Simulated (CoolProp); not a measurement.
Vapour-liquid equilibrium of n-heptane (1) + n-dodecane (2) at 357.7 K; x and y are mole fractions of (1).

Model: multi-fluid Helmholtz-energy mixture model, Span 2003 and Lemmon 2004; pair parameters Bell 2016, in CoolProp.

```
x     bubble pressure (MPa)  y at the bubble point  dew pressure at overall composition x (MPa)  liquid density (mol/L)
----  ---------------------  ---------------------  -------------------------------------------  ----------------------
0.05               0.003963                  0.775                                    0.0009850              (withheld)
0.15                0.01041                  0.923                                   (withheld)                   4.354
0.25                0.01716                  0.958                                     0.001243                   4.525
0.35                0.02398                  0.974                                     0.001430                   4.706
0.45             (withheld)                  0.983                                     0.001684                   4.900
0.55             (withheld)                  0.988                                     0.002046                   5.107
0.65                0.04376                  0.992                                     0.002608                   5.331
0.75                0.05009                  0.995                                     0.003596                   5.571
0.85                0.05641                  0.997                                     0.005788              (withheld)
0.95                0.06288                  0.999                                      0.01489                   6.110
```

**Question.** What belongs in the gaps?

**Answer.** 
- 0.05, liquid density (mol/L): 4.195
- 0.15, dew pressure at overall composition x (MPa): 0.001099
- 0.45, bubble pressure (MPa): 0.03073
- 0.55, bubble pressure (MPa): 0.03732
- 0.85, liquid density (mol/L): 5.830

No azeotrope shows between x = 0.05 and 0.95.

The pair parameters rest on a limited set of measurements; away from them the model extrapolates. The gap from Raoult's law changes sign with composition, which may be real or a fault of the pair parameters; it wasn't checked against measurements.
